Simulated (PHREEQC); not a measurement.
Model water analysis in mg/kgw, 70 °C, pH 6.31:

| constituent | mg/kgw |
|---|---|
| Na | 3670 |
| K | 757 |
| Ca | 335 |
| Mg | 83.4 |
| Cl | 6680 |
| S(6) as SO4 | 649 |
| Alkalinity as HCO3 | 0.36 |
| Si as SiO2 | 90.1 |

Valence states are taken as typed.

Equilibrium calculation in PHREEQC: Pitzer model, pitzer.dat.

Each row changes one thing in this solution. This is a speciation only: nothing precipitates in the calculation.

```csv
case,HCO3- (mol/kgw),CO2 (mol/kgw),H3SiO4- (mol/kgw),HSO4- (mol/kgw),MgOH+ (mol/kgw),CO3-2 (mol/kgw),SI of SiO2(a) (SiO2),SI of Gypsum (CaSO4:2H2O)
as made,3.80e-6,2.63e-6,2.46e-6,2.96e-7,9.74e-8,2.16e-9,-0.48,-0.89
temperature from 70 to 45 °C at the same typed pH,5.19e-6,3.59e-6,(withheld),1.46e-7,1.75e-8,2.47e-9,-0.31,(withheld)
Cl from 6680 to 13400 mg/kgw,3.63e-6,2.39e-6,2.53e-6,2.35e-7,9.53e-8,2.70e-9,-0.47,(withheld)
Ca from 335 to 168 mg/kgw,3.86e-6,2.67e-6,2.42e-6,(withheld),9.79e-8,2.12e-9,-0.48,-1.16
```

Task: What belongs in the gaps?

Result: 
- temperature from 70 to 45 °C at the same typed pH, H3SiO4- (mol/kgw): 1.35e-6
- temperature from 70 to 45 °C at the same typed pH, SI of Gypsum (CaSO4:2H2O): -0.92
- Cl from 6680 to 13400 mg/kgw, SI of Gypsum (CaSO4:2H2O): -0.97
- Ca from 335 to 168 mg/kgw, HSO4- (mol/kgw): 3.13e-7

Complexes and solids missing from the database can't appear. Away from 25 °C the constants follow the database's enthalpies or fits; those with neither stay at their 25 °C values.
